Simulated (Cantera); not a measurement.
Cantera run, input and output.

```python
import numpy as np
import cantera as ct

gas = ct.Solution("gri30.yaml")


def delay(T, t_max=10):
    gas.TPX = T, 1000000, {'CO': 1, 'H2': 1.5, 'CH4': 0.36, 'O2': 0.985, 'N2': 3.64}
    reactor = ct.IdealGasConstPressureReactor(gas, clone=False)
    net = ct.ReactorNet([reactor])
    net.rtol, net.atol = 1e-8, 1e-16
    while net.time < t_max:
        t_old, T_old = net.time, reactor.T
        net.step()
        if reactor.T > T + 400:  # ignition: a rise of 400 K
            return t_old + (T + 400 - T_old) / (reactor.T - T_old) * (net.time - t_old)
    return np.nan


taus = []
for T in [1150, 1250, 1350, 1450, 1550, 1650]:
    taus.append(delay(T))
    print(f"T0 = {T:6g} K   tau = {taus[-1]:.4e} s")
```

It prints:

```
T0 =   1150 K   tau = 1.5490e-04 s
T0 =   1250 K   tau = 3.8406e-05 s
T0 =   1350 K   tau = 1.6037e-05 s
T0 =   1450 K   tau = 8.3842e-06 s
T0 =   1550 K   tau = 4.9240e-06 s
T0 =   1650 K   tau = 3.1332e-06 s
```

Model: GRI-Mech 3.0 (53 species, 325 reactions), integrated in Cantera.
